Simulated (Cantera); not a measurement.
Charge: 1 mol Si, 0.11 mol CO₂, 23 mol N₂, 0.0035 mol O₂, at 0.578 Torr.

These are equilibrium values from Cantera (NASA tables, ideal gas, pure condensed phases), not measurements of a reactor. Candidate condensed phases: C, Si, SiC, SiO₂, Si₂N₂O, Si₃N₄; 34 gas species. N₂ is the only nitrogen source here; it is nearly inert below about 1500 K, so the nitride shown seldom forms there in practice. Mutual solubility and eutectic melting of coexisting phases are not modelled. Equilibrium is a limit: real reactors are often held back by kinetics, nucleation or transport.

Task: Which condensed phases are stable at each of these points (T (°C)): 627, 702, 777, 852, 927, 1002, 1077, 1152, 1227, 1302?

Result: 
```
T (°C)                    condensed phases  Si condensed (%)
------  ----------------------------------  ----------------
627     C(graphite) + Si₂N₂O(s) + Si₃N₄(s)             100.0
702     C(graphite) + Si₂N₂O(s) + Si₃N₄(s)             100.0
777     C(graphite) + Si₂N₂O(s) + Si₃N₄(s)             100.0
852     C(graphite) + Si₂N₂O(s) + Si₃N₄(s)             100.0
927     C(graphite) + Si₂N₂O(s) + Si₃N₄(s)             100.0
1002         SiC(s) + Si₂N₂O(s) + Si₃N₄(s)             100.0
1077         SiC(s) + Si₂N₂O(s) + Si₃N₄(s)             100.0
1152         SiC(s) + Si₂N₂O(s) + Si₃N₄(s)              99.9
1227         SiC(s) + Si₂N₂O(s) + Si₃N₄(s)              99.0
1302         SiC(s) + Si₂N₂O(s) + Si₃N₄(s)              90.8
```

From 627 °C to 927 °C the condensed part is C(graphite) + Si₂N₂O(s) + Si₃N₄(s). From 1002 °C to 1302 °C the condensed part is SiC(s) + Si₂N₂O(s) + Si₃N₄(s).
